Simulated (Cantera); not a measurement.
A perfectly stirred reactor is fed with H2 : O2 = 0.1 : 1 (molar parts), equivalence ratio 0.050, at 0.0270 bar; it is held at 1325 K, and followed from long to short residence time.

Cantera simulation using GRI-Mech 3.0 (53 species, 325 reactions); the numbers are that mechanism's predictions, not measurements. Radical loss at walls, strong at low pressure, is not modelled. The temperature is held fixed by assumption; the heat of reaction is taken as removed at once.

One state of this run: x H2 = 0.00807; x O2 = 0.853; x H2O2 = 3.37e-7; x H = 0.0170; x OH = 0.00964; x H2O = 0.0700; x HO2 = 7.96e-6. x: mole fraction; the columns are a selection and need not sum to one.

Q: Which value of τ (s) does it belong to?
A. 0.00034
B. 8.5
C. 0.00094
D. 0.41

A: C, 0.00094
